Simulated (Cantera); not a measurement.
What does this Cantera script print?

```python
import numpy as np
import cantera as ct

surf = ct.Interface("ptcombust.yaml", "Pt_surf")
gas = surf.adjacent["gas"]
gas.TPX = 1300, 21000, {'CH4': 0.0037, 'O2': 0.18, 'N2': 0.79}
surf.TP = 1300, 21000
reactor = ct.FlowReactor(gas, clone=False)
reactor.area = 0.0001  # m2
reactor.surface_area_to_volume_ratio = 430  # 1/m
reactor.mass_flow_rate = 0.37 * reactor.area * gas.density  # inlet velocity 0.37 m/s
reactor.energy_enabled = False
wall = ct.ReactorSurface(surf, reactor, clone=False)
net = ct.ReactorNet([reactor])
net.rtol, net.atol = 1e-8, 1e-16
show, cover = ['CH4', 'O2', 'H2O', 'CO2', 'CO'], ['PT(S)', 'H(S)', 'O(S)', 'OH(S)', 'CO(S)', 'C(S)']

rows = []
print(f"{'z/m':>9s}{'u/(m/s)':>9s}" + "".join(f"{s:>13s}" for s in show + cover))
for z in [0.00028, 0.0005, 0.00089, 0.0016, 0.0028, 0.005, 0.0089, 0.016, 0.028]:
    net.advance(z)
    rows.append([reactor.speed, *gas[show].X, *surf[cover].coverages])
    print(f"{z:9.4g}{rows[-1][0]:9.3g}" + "".join(f"{x:13.4e}" for x in rows[-1][1:]))
```

Result:

```
      z/m  u/(m/s)          CH4           O2          H2O          CO2           CO        PT(S)         H(S)         O(S)        OH(S)        CO(S)         C(S)
  0.00028     0.37   2.7234e-03   1.8275e-01   2.1198e-03   1.0475e-03   6.7717e-06   5.9632e-01   1.4063e-06   4.0346e-01   2.1419e-04   8.0603e-07   1.6182e-08
   0.0005     0.37   2.0880e-03   1.8150e-01   3.3636e-03   1.6646e-03   5.2582e-06   5.9662e-01   1.7351e-06   4.0311e-01   2.6394e-04   6.2121e-07   1.2431e-08
  0.00089     0.37   1.2974e-03   1.7995e-01   4.9129e-03   2.4311e-03   3.3867e-06   5.9701e-01   2.0746e-06   4.0267e-01   3.1507e-04   3.9077e-07   7.7444e-09
   0.0016     0.37   5.4141e-04   1.7845e-01   6.4103e-03   3.1726e-03   1.5739e-06   5.9739e-01   2.3582e-06   4.0225e-01   3.5758e-04   1.6869e-07   3.2399e-09
   0.0028     0.37   1.2264e-04   1.7759e-01   7.2657e-03   3.6052e-03   4.9619e-07   5.9762e-01   2.5068e-06   4.0200e-01   3.7973e-04   4.2843e-08   7.3498e-10
    0.005     0.37   7.9899e-06   1.7732e-01   7.5315e-03   3.7510e-03   9.8491e-08   5.9769e-01   2.5515e-06   4.0192e-01   3.8639e-04   4.9643e-09   4.7907e-11
   0.0089     0.37   6.4592e-08   1.7729e-01   7.5725e-03   3.7777e-03   1.6439e-08   5.9770e-01   2.5584e-06   4.0191e-01   3.8742e-04   5.5366e-10   3.8732e-13
    0.016     0.37   2.9074e-10   1.7728e-01   7.5832e-03   3.7855e-03   5.1689e-09   5.9770e-01   2.5603e-06   4.0191e-01   3.8770e-04   1.6975e-10   1.7444e-15
    0.028     0.37   1.7289e-11   1.7727e-01   7.5897e-03   3.7911e-03   2.5103e-09   5.9771e-01   2.5614e-06   4.0190e-01   3.8786e-04   8.2416e-11   1.0412e-16
```

Computed with Cantera and Deutschmann's 1995 Pt surface mechanism with GRI-Mech 3.0 gas chemistry. Catalytic surfaces can have several steady states; this one follows from the mechanism file's or the stated starting coverage. Mass transfer to the wall is taken as infinitely fast.
